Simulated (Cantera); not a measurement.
An adiabatic, constant-pressure homogeneous reactor starts with 13.2 % H2, 17.8 % O2, 67.0 % N2, 1.98 % H2O, equivalence ratio 0.37, at 1275 K and 1000000 Pa.

Cantera simulation using GRI-Mech 3.0 (53 species, 325 reactions); the numbers are that mechanism's predictions, not measurements. The hydrogen kinetics of GRI-Mech 3.0 are dated; newer H2 mechanisms differ, most at raised pressure.

One state of this run: T (K) = 2190; x H2 = 0.000159; x O2 = 0.119; x H2O = 0.161; x H2O2 = 5.79e-7; x NO = 3.99e-5; x O = 0.000278; x OH = 0.00296. x: mole fraction; the columns are a selection and need not sum to one.

Which value of t (s) does it belong to?
A. 1.46e-5
B. 5.40e-6
C. 0.000287
D. 2.00e-6

C, 0.000287
